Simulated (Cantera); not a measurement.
## Premixed flame

A freely propagating, adiabatic, planar premixed flame of C2H6 : O2 : N2 : H2O : H2 = 1 : 2.5 : 12 : 1.3 : 1.1 (molar parts), equivalence ratio 1.6, unburnt at 400 K and 6.00 bar; mixture-averaged transport, grid criteria slope 0.08 and curve 0.16, no radiation.

Detailed kinetics in Cantera: GRI-Mech 3.0 (53 species, 325 reactions). Burning velocities carry a grid error of a few per cent, more on coarse grids.

```csv
z (mm),T (K),u (m/s),x C2H6,x O2,x H2O,x HCO,x NO,x N2O
-1.01,402,0.0864,0.0559,0.140,0.0729,<1e-8,<1e-8,<1e-8
-0.675,412,0.0885,0.0558,0.139,0.0739,<1e-8,<1e-8,<1e-8
-0.506,436,0.0940,0.0554,0.137,0.0767,<1e-8,<1e-8,<1e-8
-0.338,546,0.118,0.0529,0.129,0.0891,<1e-8,<1e-8,<1e-8
-0.169,896,0.198,0.0382,0.0945,0.127,<1e-8,<1e-8,1.47e-8
-0.0844,1192,0.268,0.0194,0.0611,0.159,1.32e-7,1.87e-8,3.07e-8
0,1493,0.341,0.00213,0.0256,0.189,2.11e-6,5.56e-8,4.94e-8
0.0844,1634,0.375,0.000149,0.00999,0.202,5.05e-7,8.38e-8,4.39e-8
0.169,1685,0.387,5.34e-5,0.00490,0.206,1.39e-7,9.64e-8,3.00e-8
0.338,1719,0.394,1.87e-5,0.00183,0.208,3.48e-8,1.00e-7,1.33e-8
0.675,1734,0.398,5.97e-6,0.000534,0.207,1.20e-8,9.44e-8,<1e-8
1.35,1740,0.399,2.83e-6,0.000100,0.204,<1e-8,8.30e-8,<1e-8
2.70,1741,0.399,2.02e-6,6.50e-6,0.201,<1e-8,6.63e-8,<1e-8
```
x: mole fraction of selected species; z is measured from the peak of heat release.

- laminar burning velocity = 8.60 cm/s
- thermal thickness = 0.338 mm
- peak x(HCO) = 2.17e-6
- grid points = 122
